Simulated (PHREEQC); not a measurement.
## Sulfide liquor

Make-up at 20 °C: 0.00087 mol/kgw H2S, 0.068 mol/kgw NaCl and 0.001 mol/kgw ZnCl2. It is in equilibrium with CO2 at log p = -3.4 (atm). Otherwise closed; pH follows from the charge balance.

Model: ion-association model, phreeqc.dat, run in PHREEQC.

- pH: 3.26
- ionic strength: 0.0706 mol/kgw
- specific conductance: 6840 µS/cm
- density: 1.001 g/cm³

| species | molality | activity | log γ |
|---|---|---|---|
| Cl- | 0.0700 | 0.0554 | -0.101 |
| Na+ | 0.0680 | 0.0549 | -0.093 |
| H+ | 0.000658 | 0.000553 | -0.075 |
| Zn+2 | 0.000629 | 0.000266 | -0.374 |
| Zn(HS)2 | 0.000329 | 0.000334 | 0.007 |
| H2S | 0.000212 | 0.000215 | 0.007 |
| ZnCl+ | 3.99e-5 | 3.17e-5 | -0.100 |
| CO2 | 1.53e-5 | 1.56e-5 | 0.007 |
| ZnCl2 | 1.77e-6 | 1.80e-6 | 0.007 |
| ZnCl3- | 1.37e-7 | 1.09e-7 | -0.100 |
| HS- | 4.82e-8 | 3.80e-8 | -0.103 |

Precipitation was switched off in this run. Examples of supersaturated solids here: Sphalerite (slow to form). Others may be too. Species that the database lacks are ignored.
